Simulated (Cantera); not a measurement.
Feed: 1 mol HF, 0.11 mol SO2, held at 2623.15 K and 1.00 Torr.

Method: chemical equilibrium by Gibbs-energy minimisation in Cantera with the NASA 1993 tables (ideal gas, pure condensed phases). Candidate condensed phases: H2O, H2SO4, S; 43 gas species. The numbers say what is thermodynamically allowed, not how fast it happens.

Base state: HF 0.719, O 0.0738, F 0.0568, H 0.0479, SO 0.0416, S 0.0287, SO2 0.0144, O2 0.0109 (mole fractions); condensed: gas only.

Task: What changes in the equilibrium state with this change: temperature from 2623.15 K to 1023.15 K?

Result: 
```csv
species,before,after
HF,0.719,0.901
SO2,0.0144,0.0991
SO,0.0416,3.05e-7
O,0.0738,<1e-9
H,0.0479,<1e-9
S,0.0287,<1e-9
F,0.0568,3.48e-9
O2,0.0109,1.51e-9
OH,0.00411,<1e-9
H2,0.00172,<1e-9
S2,0.000214,<1e-9
```
